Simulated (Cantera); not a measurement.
Charge: 1 mol Si2H6, 0.079 mol O2, held at 1525 °C and 100 Torr.

Cantera equilibrium calculation (NASA polynomials, part measured and part estimated; ideal gas, pure solids and liquids). Candidate condensed phases: H2O, Si, SiO2; 18 gas species. The feed counts by its element totals alone. Gases not in the tables: Si2H6 and higher silanes. Kinetics and transport are ignored.

Base state: H2 0.949, SiO 0.0500, H 0.000941, SiH2 2.80e-5, Si 2.32e-5 (mole fractions); condensed: Si(l).

**Question.** What changes in the equilibrium state with this change: temperature from 1525 °C to 1327 °C?

**Answer.** 
| species | before | after |
|---|---|---|
| H2 | 0.949 | 0.978 |
| SiO | 0.0500 | 0.0213 |
| H | 0.000941 | 0.000147 |
| Si | 2.32e-5 | 7.31e-7 |
| SiH2 | 2.80e-5 | 4.90e-6 |
| Si(l), mol | 1.84 | 0 |
| Si(s), mol | 0 | 1.89 |
| SiO2(β-quartz), mol | 0 | 0.0463 |
Mutual solubility and eutectic melting of coexisting phases are not modelled. The tables hold silica as quartz up to 1696 K and as liquid above; real silica turns to tridymite and cristobalite and melts near 1996 K.

**Question.** What changes in the equilibrium state with this change: temperature from 1525 °C to 502 °C?

**Answer.** 
```tsv
species	before	after
H2	0.949	1.00
SiO	0.0500	<1e-9
H	0.000941	<1e-9
SiH2	2.80e-5	<1e-9
Si	2.32e-5	<1e-9
Si(l), mol	1.84	0
Si(s), mol	0	1.92
SiO2(α-quartz), mol	0	0.0790
```
